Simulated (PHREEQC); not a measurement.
FeCl3 is added in steps, without added water, to 1 kg of water holding 0.12 mol KOH and 0.00031 mol CO2, at 25 °C. O2 is buffered at 0.21 atm. The system is closed to CO2. Only these solids could form: Fe(OH)3(a).

Base run: PHREEQC, ion-association model, wateq4f.dat. Each further column changes one thing. The table gives Fe(OH)3(a) (mol).

```json
[
 {"FeCl3 added (mol)": "0", "base": "0", "all activity coefficients set to 1": "0", "Davies equation for every ion": "0", "Debye-Hückel limiting law": "0", "database phreeqc.dat": "0"},
 {"FeCl3 added (mol)": "0.03", "base": "0.0299", "all activity coefficients set to 1": "0.0299", "Davies equation for every ion": "0.0299", "Debye-Hückel limiting law": "0.0299", "database phreeqc.dat": "0.0299"},
 {"FeCl3 added (mol)": "0.075", "base": "0.0253", "all activity coefficients set to 1": "0.0384", "Davies equation for every ion": "0.0264", "Debye-Hückel limiting law": "0.0139", "database phreeqc.dat": "0.0253"},
 {"FeCl3 added (mol)": "0.105", "base": "0.0139", "all activity coefficients set to 1": "0.0376", "Davies equation for every ion": "0.0146", "Debye-Hückel limiting law": "0", "database phreeqc.dat": "0.0141"},
 {"FeCl3 added (mol)": "0.135", "base": "0.00712", "all activity coefficients set to 1": "0.0372", "Davies equation for every ion": "0.00649", "Debye-Hückel limiting law": "0", "database phreeqc.dat": "0.00743"},
 {"FeCl3 added (mol)": "0.165", "base": "0.00411", "all activity coefficients set to 1": "0.0369", "Davies equation for every ion": "0.00187", "Debye-Hückel limiting law": "0", "database phreeqc.dat": "0.00450"},
 {"FeCl3 added (mol)": "0.21", "base": "0.00395", "all activity coefficients set to 1": "0.0367", "Davies equation for every ion": "0", "Debye-Hückel limiting law": "0", "database phreeqc.dat": "0.00430"},
 {"FeCl3 added (mol)": "0.24", "base": "0.00544", "all activity coefficients set to 1": "0.0366", "Davies equation for every ion": "0", "Debye-Hückel limiting law": "0", "database phreeqc.dat": "0.00569"}
]
```

The ionic strength passes 0.7 mol/kgw, the rough limit of the ion-association models, in part of: base; Davies equation for every ion; Debye-Hückel limiting law; database phreeqc.dat.  phreeqc.dat and wateq4f.dat share most of their constants, so their agreement is no independent check. Solids allowed in the column 'database phreeqc.dat': Fe(OH)3(a), Sylvite.
